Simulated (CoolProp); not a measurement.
Properties of o-xylene along the isotherm 620 K (Tc = 630.3 K, pc = 37.37 bar, ω = 0.312).

Values from CoolProp's reference Helmholtz-energy equation of state, Zhou 2012.

| p (bar) | phase | Z | cp (kJ/(kg K)) | cv (kJ/(kg K)) | viscosity (µPa s) |
|---|---|---|---|---|---|
| 12.5 | gas | 0.8556 | 2.409 | 2.252 | 14.0 |
| 24.9 | gas | 0.6648 | 2.817 | 2.345 | 14.8 |
| 37.4 | liquid | 0.1693 | 4.056 | 2.425 | 52.7 |
| 49.8 | liquid | 0.2060 | 3.349 | 2.380 | 65.0 |
| 62.3 | liquid | 0.2462 | 3.143 | 2.360 | 72.9 |
| 74.7 | liquid | 0.2862 | 3.037 | 2.348 | 79.1 |
| 87.2 | liquid | 0.3262 | 2.969 | 2.339 | 84.3 |
| 99.7 | liquid | 0.3658 | 2.920 | 2.332 | 88.9 |
| 112 | liquid | 0.4043 | 2.884 | 2.327 | 93.0 |
| 125 | liquid | 0.4446 | 2.854 | 2.323 | 97.0 |
| 137 | liquid | 0.4815 | 2.832 | 2.320 | 100 |
| 149 | liquid | 0.5180 | 2.813 | 2.318 | 104 |
| 162 | liquid | 0.5571 | 2.796 | 2.315 | 107 |
| 174 | liquid | 0.5930 | 2.782 | 2.313 | 110 |
| 187 | liquid | 0.6316 | 2.769 | 2.312 | 113 |

Viscosity comes from a separate model (Cao 2016).
